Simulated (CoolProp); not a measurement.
A single-stage vapour-compression cycle with ammonia: evaporating at 305.15 K (dew point), condensing at 373.15 K (bubble point), superheat 8 K, subcooling 8 K, compressor efficiency 0.65, no pressure losses. Each further row changes one setting.

Model: reference Helmholtz-energy equation of state, Gao 2020, in CoolProp.

```json
[
 {"case": "as stated", "cooling COP": "2.11", "pressure ratio": "5.05", "discharge temperature (K)": "497.7", "refrigerating effect (kJ/kg)": "844", "volumetric capacity (kJ/m³)": "7750"},
 {"case": "evaporating temperature 310.15 K", "cooling COP": "2.36", "pressure ratio": "4.38", "discharge temperature (K)": "485.1", "refrigerating effect (kJ/kg)": "847", "volumetric capacity (kJ/m³)": "8950"},
 {"case": "condensing temperature 368.15 K", "cooling COP": "2.35", "pressure ratio": "4.58", "discharge temperature (K)": "484.8", "refrigerating effect (kJ/kg)": "874", "volumetric capacity (kJ/m³)": "8020"},
 {"case": "subcooling 13 K", "cooling COP": "2.19", "pressure ratio": "5.05", "discharge temperature (K)": "497.7", "refrigerating effect (kJ/kg)": "875", "volumetric capacity (kJ/m³)": "8030"},
 {"case": "superheat 18 K", "cooling COP": "2.08", "pressure ratio": "5.05", "discharge temperature (K)": "514.8", "refrigerating effect (kJ/kg)": "874", "volumetric capacity (kJ/m³)": "7640"},
 {"case": "compressor efficiency 0.55", "cooling COP": "1.79", "pressure ratio": "5.05", "discharge temperature (K)": "522.4", "refrigerating effect (kJ/kg)": "844", "volumetric capacity (kJ/m³)": "7750"}
]
```
